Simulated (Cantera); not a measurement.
A closed system holds: 1 mol SiH4, 30 mol CO2, 12 mol H2, 1.1 mol N2O, held at 0.400 bar.

Cantera equilibrium calculation (NASA polynomials, part measured and part estimated; ideal gas, pure solids and liquids). Candidate condensed phases: C, C6H6, C7H8, C8H18, H2O, Si, SiC, SiO2, Si2N2O, Si3N4; 151 gas species. Kinetics and transport are ignored.

Question: At 1125 K, list the 5 most abundant gas species with their mole fractions, and the condensed phases.

Answer: CO2 0.435, CO 0.230, H2O 0.210, H2 0.101, N2 0.0244. Condensed: SiO2(β-quartz).
